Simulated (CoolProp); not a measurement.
A simple Rankine cycle with 1,2-dichloroethane: condensing at 289.15 K, boiler at 0.0962 MPa, turbine inlet 395 K, turbine efficiency 0.65, pump efficiency 0.8, no recuperator. Each further row changes one setting.

The numbers come from the reference Helmholtz-energy equation of state, Thol 2015 in CoolProp.

```
case                             thermal efficiency (%)  net work (kJ/kg)  heat in (kJ/kg)  turbine exit temperature (K)  volume ratio over the turbine
-------------------------------  ----------------------  ----------------  ---------------  ----------------------------  -----------------------------
as stated                                          11.1        (withheld)              449                         336.5                           12.4
turbine inlet 415 K                                11.3        (withheld)       (withheld)                    (withheld)                           12.4
condensing temperature 281.15 K                    12.4        (withheld)              459                         328.4                     (withheld)
boiler pressure 0.0673 MPa                          9.8              44.2       (withheld)                         344.1                           8.81
turbine efficiency 0.55                             9.4              42.3              449                         345.4                           12.7
```

Problem. What belongs in the gaps?

Solution. 
- as stated, net work (kJ/kg): 50.0
- turbine inlet 415 K, net work (kJ/kg): 52.8
- turbine inlet 415 K, heat in (kJ/kg): 468
- turbine inlet 415 K, turbine exit temperature (K): 355.0
- condensing temperature 281.15 K, net work (kJ/kg): 56.9
- condensing temperature 281.15 K, volume ratio over the turbine: 18.5
- boiler pressure 0.0673 MPa, heat in (kJ/kg): 450
